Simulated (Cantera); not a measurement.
# HMDSO + NO + N₂ + H₂O (silicon oxide and oxynitride deposition)

Feed: 1 mol HMDSO, a varied amount of NO, 110 mol N₂, 1.4 mol H₂O, at 1500 K and 0.100 bar.

Method: chemical equilibrium by Gibbs-energy minimisation in Cantera with the NASA 1993 tables (ideal gas, pure condensed phases). Candidate condensed phases: C, C₆H₆, C₇H₈, C₈H₁₈, H₂O, Si, SiC, SiO₂, Si₂N₂O, Si₃N₄; 151 gas species. The feed counts by its element totals alone. Mutual solubility and eutectic melting of coexisting phases are not modelled. The tables hold silica as quartz up to 1696 K and as liquid above; real silica turns to tridymite and cristobalite and melts near 1996 K. The numbers say what is thermodynamically allowed, not how fast it happens.

```tsv
n(NO) (mol)	x N₂	x H₂	x CO	x H₂O	x CO₂	x HCN	x SiO	x H	n C(graphite)	n Si₂N₂O(s)	n SiO₂(β-quartz)
0.14	0.901	0.0858	0.0127	1.87e-7	1.07e-8	0.000294	3.95e-6	1.63e-5	4.42	1.000	0
0.2	0.901	0.0857	0.0132	1.94e-7	1.16e-8	0.000294	4.02e-6	1.63e-5	4.36	1.000	0
0.29	0.900	0.0856	0.0139	2.05e-7	1.29e-8	0.000293	4.13e-6	1.63e-5	4.27	1.000	0
0.42	0.899	0.0855	0.0150	2.20e-7	1.49e-8	0.000293	4.29e-6	1.63e-5	4.14	1.000	0
0.62	0.898	0.0853	0.0166	2.43e-7	1.83e-8	0.000293	4.52e-6	1.63e-5	3.94	1.000	0
0.9	0.896	0.0850	0.0188	2.75e-7	2.35e-8	0.000292	4.82e-6	1.62e-5	3.66	1.000	0
1.3	0.893	0.0846	0.0220	3.19e-7	3.21e-8	0.000291	5.21e-6	1.62e-5	3.26	1.000	0
1.9	0.889	0.0839	0.0267	3.85e-7	4.73e-8	0.000289	5.76e-6	1.61e-5	2.66	1.000	0
2.8	0.883	0.0830	0.0336	4.79e-7	7.49e-8	0.000286	6.48e-6	1.60e-5	1.76	1.000	0
4.1	0.875	0.0818	0.0433	6.08e-7	1.25e-7	0.000283	7.39e-6	1.59e-5	0.464	1.000	0
5.9	0.873	0.0807	0.0466	2.76e-5	6.15e-6	6.57e-6	5.02e-5	1.58e-5	0	0.566	0.862
8.6	0.875	0.0734	0.0445	0.00620	0.00145	2.42e-8	2.03e-7	1.51e-5	0	0	2.00
13	0.877	0.0469	0.0359	0.0314	0.00927	1.97e-9	2.56e-8	1.21e-5	0	0	2.00
```
x: gas mole fraction; n: condensed amount in mol.

From 0.14 mol NO to 4.1 mol NO the condensed part is C(graphite) + Si₂N₂O(s). At 5.9 mol NO the condensed part is SiO₂(β-quartz) + Si₂N₂O(s). From 8.6 mol NO to 13 mol NO the condensed part is SiO₂(β-quartz). The main Si-bearing gas is SiO throughout.
